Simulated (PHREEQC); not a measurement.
**Ultrapure water in contact with air or piping: an equilibrium model**

A made-up water analysis in mg/L, 25 °C, pH 5.87, pe 8.8:

| constituent | mg/L |
|---|---|
| Na | 0.0134 |
| K | 0.00732 |
| Ca | 0.0249 |
| Mg | 0.000148 |
| Cl | 0.00389 |
| S(6) as SO4 | 0.0433 |
| Alkalinity as HCO3 | 0.0616 |
| Br | 5.47e-05 |
| Sr | 6.53e-05 |
| Si as SiO2 | 0.00039 |

Valence states are taken as typed.

Computed with PHREEQC (ion-association model, phreeqc.dat).

Each row changes one thing in this solution. This is a speciation only: nothing precipitates in the calculation.

```json
[
 {"case": "as made", "ionic strength (mol/kgw)": "4.45e-6", "CO2 (mol/kgw)": "7.12e-6", "HCO3- (mol/kgw)": "2.35e-6", "CO3-2 (mol/kgw)": "8.24e-11", "HSO4- (mol/kgw)": "5.87e-11", "CaSO4 (mol/kgw)": "4.88e-11", "SI of Quartz (SiO2)": "-4.21"},
 {"case": "temperature from 25 to 70 °C at the same typed pH", "ionic strength (mol/kgw)": "4.45e-6", "CO2 (mol/kgw)": "6.14e-6", "HCO3- (mol/kgw)": "…", "CO3-2 (mol/kgw)": "…", "HSO4- (mol/kgw)": "1.81e-10", "CaSO4 (mol/kgw)": "6.53e-11", "SI of Quartz (SiO2)": "-4.78"},
 {"case": "pH from 5.87 to 5.5 at the same alkalinity", "ionic strength (mol/kgw)": "6.27e-6", "CO2 (mol/kgw)": "2.96e-5", "HCO3- (mol/kgw)": "4.18e-6", "CO3-2 (mol/kgw)": "6.25e-11", "HSO4- (mol/kgw)": "1.37e-10", "CaSO4 (mol/kgw)": "…", "SI of Quartz (SiO2)": "-4.21"},
 {"case": "Cl from 0.00389 to 0.0117 mg/L", "ionic strength (mol/kgw)": "4.57e-6", "CO2 (mol/kgw)": "7.12e-6", "HCO3- (mol/kgw)": "2.35e-6", "CO3-2 (mol/kgw)": "8.25e-11", "HSO4- (mol/kgw)": "5.87e-11", "CaSO4 (mol/kgw)": "4.88e-11", "SI of Quartz (SiO2)": "-4.21"},
 {"case": "Cl from 0.00389 to 0.00778 mg/L", "ionic strength (mol/kgw)": "4.51e-6", "CO2 (mol/kgw)": "7.12e-6", "HCO3- (mol/kgw)": "2.35e-6", "CO3-2 (mol/kgw)": "8.25e-11", "HSO4- (mol/kgw)": "5.87e-11", "CaSO4 (mol/kgw)": "4.88e-11", "SI of Quartz (SiO2)": "-4.21"}
]
```

Question: Fill in the missing entries.

Answer: 
- temperature from 25 to 70 °C at the same typed pH, HCO3- (mol/kgw): 2.24e-6
- temperature from 25 to 70 °C at the same typed pH, CO3-2 (mol/kgw): 1.25e-10
- pH from 5.87 to 5.5 at the same alkalinity, CaSO4 (mol/kgw): 4.86e-11

At this temperature some constants are extrapolated from 25 °C, and those without enthalpy data are left unchanged.
